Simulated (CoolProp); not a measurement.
Model: reference Helmholtz-energy equation of state, Zhou 2011, in CoolProp.

### Question
Give the vapour pressure (bar), liquid density (kg/m³), vapour density (kg/m³), liquid cp (kJ/(kg K)) of saturated dimethyl carbonate at 111.55, 121.45 °C.

### Answer
```csv
T (°C),p (bar),liquid density (kg/m³),vapour density (kg/m³),liquid cp (kJ/(kg K))
111.55,1.92,943,5.67,2.01
121.45,2.51,928,7.29,2.04
```
